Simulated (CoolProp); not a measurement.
Properties of nitrogen along the isobar 0.695 MPa.

The numbers come from the reference Helmholtz-energy equation of state, Span 2000 in CoolProp.

| T (K) | phase | Z | isothermal compressibility (1/MPa) | conductivity (mW/(m K)) |
|---|---|---|---|---|
| 102.3 | gas | 0.8560 | 1.724 | 10.6 |
| 119.9 | gas | 0.9157 | 1.581 | 12.0 |
| 137.4 | gas | 0.9457 | 1.524 | 13.4 |
| 155 | gas | 0.9634 | 1.494 | 14.9 |
| 172.5 | gas | 0.9745 | 1.477 | 16.4 |
| 190.1 | gas | 0.9820 | 1.465 | 17.8 |
| 207.6 | gas | 0.9872 | 1.457 | 19.2 |
| 225.2 | gas | 0.9910 | 1.452 | 20.6 |
| 242.7 | gas | 0.9937 | 1.448 | 22.0 |
| 260.3 | gas | 0.9958 | 1.445 | 23.3 |
| 277.8 | gas | 0.9974 | 1.442 | 24.6 |

Thermal conductivity comes from a separate model (Lemmon 2004).
